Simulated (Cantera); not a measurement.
A Cantera script and what it prints.

```python
import numpy as np
import cantera as ct

gas_names = """
    B BCL BCLF BCL2 BCL3 BF BF2 BF3 BH BHF2 BH2 BH3 BN B2 CL CLF CLF3 CL2 F F2 H HCL HF H2 H2F2 H3F3
    H4F4 H5F5 H6F6 H7F7 N NF NF2 NF3 NH NH2 NH3 N2 N2H2 N2H4
""".split()
cond_names = """
    B(b) B(L) BN(s) NH4CL(a) NH4CL(b)
""".split()


def load(file, names, dense=False):
    # The tables refer to 1 bar. Condensed volumes are neglected.
    table = {s.name: s for s in ct.Species.list_from_file(file)}
    out = []
    for n in names:
        d = dict(table[n].input_data)
        d["thermo"] = dict(d["thermo"], **{"reference-pressure": 1e5})
        if dense:
            d["equation-of-state"] = {"model": "constant-volume", "density": "1e6 g/cm^3"}
        out.append(ct.Species.from_dict(d))
    return out


gas = ct.Solution(thermo="ideal-gas", species=load("nasa_gas.yaml", gas_names))
cond = {s.name: ct.Solution(thermo="fixed-stoichiometry", species=[s], name=s.name)
        for s in load("nasa_condensed.yaml", cond_names, dense=True)}
atoms = {
    'BN': {'B': 1, 'N': 1},
    'HF': {'H': 1, 'F': 1},
    'H2': {'H': 2},
    'HCl': {'H': 1, 'CL': 1},
}
top_T = {'BN(s)': 3200}  # K; cautious upper limits of use, not melting points


def equilibrate(T, P, feed):
    n = {}
    for name, mol in feed.items():
        for a, k in atoms[name].items():
            n[a] = n.get(a, 0.0) + k * mol
    gas.TPX = T, P, n
    mass = sum(n.values()) * gas.mean_molecular_weight
    gas.equilibrate("TP")
    valid = [c for c in cond.values() if c.min_temp <= T <= top_T.get(c.name, c.max_temp)]
    mix = ct.Mixture([(gas, mass / gas.mean_molecular_weight)] + [(c, 0.0) for c in valid])
    mix.T, mix.P = T, P
    mix.equilibrate("TP", solver="vcs", rtol=1e-11, max_steps=5000)
    return mix


results = []
T = 1150  # K
P = 133.322  # Pa
for m in [1.1, 1.6, 2.4, 3.6, 5.3, 7.9, 12, 17]:
    feed = {'BN': 1, 'HF': m, 'H2': 1, 'HCl': 79}  # mol
    mix = equilibrate(T, P, feed)
    results.append((T, P, feed, dict(zip(mix.species_names, mix.species_moles))))
    x = sorted(zip(gas.X, gas.species_names), reverse=True)
    print(f"T = {T:g} K  P = {P:g} Pa  n(HF) = {m:g} mol  gas = {mix.phase_moles(0):.4g} mol")
    print("   x: " + "  ".join(f"{s} {v:.3e}" for v, s in x if v > 0.001))
    print("   condensed (mol): " + ("  ".join(f"{mix.phase(i).name} {mix.phase_moles(i):.4g}"
          for i in range(1, mix.n_phases) if mix.phase_moles(i) > 1e-12) or "none"))
```

Result:

```
T = 1150 K  P = 133.322 Pa  n(HF) = 1.1 mol  gas = 81.1 mol
   x: HCL 9.497e-01  H2 3.082e-02  BCL3 8.142e-03  N2 6.165e-03  BF3 4.182e-03  HF 1.005e-03
   condensed (mol): none
T = 1150 K  P = 133.322 Pa  n(HF) = 1.6 mol  gas = 81.6 mol
   x: HCL 9.497e-01  H2 3.064e-02  BCL3 6.134e-03  N2 6.127e-03  BF3 6.113e-03  HF 1.254e-03
   condensed (mol): none
T = 1150 K  P = 133.322 Pa  n(HF) = 2.4 mol  gas = 82.4 mol
   x: HCL 9.496e-01  H2 3.034e-02  BF3 9.100e-03  N2 6.068e-03  BCL3 3.028e-03  HF 1.811e-03
   condensed (mol): none
T = 1150 K  P = 133.322 Pa  n(HF) = 3.6 mol  gas = 83.6 mol
   x: HCL 9.448e-01  H2 2.991e-02  BF3 1.190e-02  HF 7.354e-03  N2 5.981e-03
   condensed (mol): none
T = 1150 K  P = 133.322 Pa  n(HF) = 5.3 mol  gas = 85.3 mol
   x: HCL 9.261e-01  H2 2.931e-02  HF 2.697e-02  BF3 1.172e-02  N2 5.862e-03
   condensed (mol): none
T = 1150 K  P = 133.322 Pa  n(HF) = 7.9 mol  gas = 87.9 mol
   x: HCL 8.987e-01  HF 5.575e-02  H2 2.845e-02  BF3 1.138e-02  N2 5.688e-03
   condensed (mol): none
T = 1150 K  P = 133.322 Pa  n(HF) = 12 mol  gas = 92 mol
   x: HCL 8.587e-01  HF 9.783e-02  H2 2.718e-02  BF3 1.087e-02  N2 5.435e-03
   condensed (mol): none
T = 1150 K  P = 133.322 Pa  n(HF) = 17 mol  gas = 97 mol
   x: HCL 8.144e-01  HF 1.443e-01  H2 2.578e-02  BF3 1.031e-02  N2 5.155e-03
   condensed (mol): none
```

Method: chemical equilibrium by Gibbs-energy minimisation in Cantera with the NASA 1993 tables (ideal gas, pure condensed phases). Gases not in the tables: BHCl2.
